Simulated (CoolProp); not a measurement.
Vapour-liquid equilibrium of R134a (1) + R142b (2) at 468 kPa; x and y are mole fractions of (1).

Values from CoolProp's multi-fluid Helmholtz-energy mixture model, Tillner-Roth 1994 and Lemmon 2006; pair parameters Bell 2016.

Question: Give the bubble temperature and the first vapour's composition at x = 0.65, 0.8, 0.95. Is there an azeotrope?

Answer: x = 0.65: 291.6 K, y = 0.764; x = 0.8: 289.4 K, y = 0.867; x = 0.95: 287.4 K, y = 0.966. No azeotrope shows between x = 0.05 and 0.95.

Pair parameters are fitted to limited data, so mixtures are less certain than the pure fluids.
